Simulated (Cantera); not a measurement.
Mixture: CH4 : O2 : N2 : H2O = 1 : 1.82 : 8.18 : 0.59 (molar parts), equivalence ratio 1.1, at 1.00 atm, adiabatic and at constant volume. Ignition delay is the time to a rise of 400 K.

Model: GRI-Mech 3.0 (53 species, 325 reactions), integrated in Cantera.

Q: What does this change do: H2O 0.59 to 1.4 parts?

A: 
| quantity | before | after |
|---|---|---|
| delay at 1150 K | 0.125 s | 0.141 s |
| delay at 1225 K | 43.0 ms | 49.6 ms |
| delay at 1300 K | 15.8 ms | 18.5 ms |
| delay at 1375 K | 6.18 ms | 7.26 ms |
| delay at 1450 K | 2.57 ms | 2.98 ms |
| delay at 1525 K | 1.15 ms | 1.30 ms |
| delay at 1600 K | 0.556 ms | 0.613 ms |
| apparent activation energy between 1450 and 1600 K | 200 kJ/mol | 200 kJ/mol |

Q: What does this change do: N2 8.18 to 22 parts?

A: 
| quantity | before | after |
|---|---|---|
| delay at 1150 K | 0.125 s | 0.334 s |
| delay at 1225 K | 43.0 ms | 0.115 s |
| delay at 1300 K | 15.8 ms | 41.7 ms |
| delay at 1375 K | 6.18 ms | 15.7 ms |
| delay at 1450 K | 2.57 ms | 6.16 ms |
| delay at 1525 K | 1.15 ms | 2.59 ms |
| delay at 1600 K | 0.556 ms | 1.19 ms |
| apparent activation energy between 1450 and 1600 K | 200 kJ/mol | 210 kJ/mol |
